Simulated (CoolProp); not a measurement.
The fluid at 275.98 K and 0.514 MPa is throttled through a valve to 0.111 MPa with no heat exchange. The same conditions are run with several fluids, on thermodynamics alone (safety and materials aside).

Model: reference Helmholtz-energy equation of state of each fluid (R245fa: Akasaka 2015; n-pentane: Thol 2019; dodecamethylpentasiloxane (MD3M): Thol 2019; n-decane: Lemmon 2006; R365MFC: Lemmon 2016), in CoolProp.

```tsv
fluid	temperature change (K)	final density (kg/m³)
R245fa	+0.1	1400
n-pentane	+0.2	643
dodecamethylpentasiloxane (MD3M)	+0.2	891
n-decane	+0.2	744
R365MFC	+0.1	1300
```
